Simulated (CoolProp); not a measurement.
A simple Rankine cycle with water: condensing at 317.15 K, boiler at 11.5 MPa, turbine inlet 744.3 K, turbine efficiency 0.85, pump efficiency 0.6, no recuperator. Each further row changes one setting.

Computed with CoolProp (reference Helmholtz-energy equation of state, Wagner 2002).

| case | thermal efficiency (%) | net work (kJ/kg) | heat in (kJ/kg) | turbine exit temperature (K) | volume ratio over the turbine |
|---|---|---|---|---|---|
| as stated | 34.2 | 1050 | 3070 | 317.2 | 509 |
| turbine inlet 764.3 K | 34.4 | 1080 | 3130 | 317.2 | 496 |
| condensing temperature 309.15 K | 35.1 | 1090 | 3110 | 309.2 | 752 |
| boiler pressure 8.05 MPa | 33.2 | 1040 | 3130 | 317.2 | 354 |
| turbine efficiency 0.75 | 30.1 | 924 | 3070 | 317.2 | 541 |

The expansion ends wet for: as stated; turbine inlet 764.3 K; condensing temperature 309.15 K; boiler pressure 8.05 MPa; turbine efficiency 0.75.
